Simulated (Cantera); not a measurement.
A closed system holds: 1 mol CH3Cl, held at 3473 K and 0.920 bar.

These are equilibrium values from Cantera (NASA tables, ideal gas, pure condensed phases), not measurements of a reactor. Candidate condensed phases: C, C6H6, C7H8, C8H18; 91 gas species. The tables' values for CCl are old estimates; treat these amounts as uncertain. Equilibrium is a limit: real reactors are often held back by kinetics, nucleation or transport.

Base state: H 0.285, H2 0.242, HCl 0.205, Cl 0.160, C2H2 (acetylene) 0.0491, C3 0.0257, C2H 0.0177, C4H2 0.00414 (mole fractions); condensed: C(graphite).

Problem. What changes in the equilibrium state with this change: temperature from 3473 K to 1050 K?

Solution. 
| species | before | after |
|---|---|---|
| HCl | 0.205 | 0.506 |
| H2 | 0.242 | 0.482 |
| CH4 | 2.78e-6 | 0.0122 |
| H | 0.285 | 5.87e-9 |
| Cl | 0.160 | 5.63e-9 |
| C3 | 0.0257 | <1e-9 |
| C2H2 (acetylene) | 0.0491 | 1.99e-9 |
| C2H | 0.0177 | <1e-9 |
| C4H2 | 0.00414 | <1e-9 |
| C2 | 0.00287 | <1e-9 |
| C | 0.00267 | <1e-9 |
| C5 | 0.00162 | <1e-9 |
| C2HCl | 0.00147 | <1e-9 |
| C(graphite), mol | 0.316 | 0.976 |
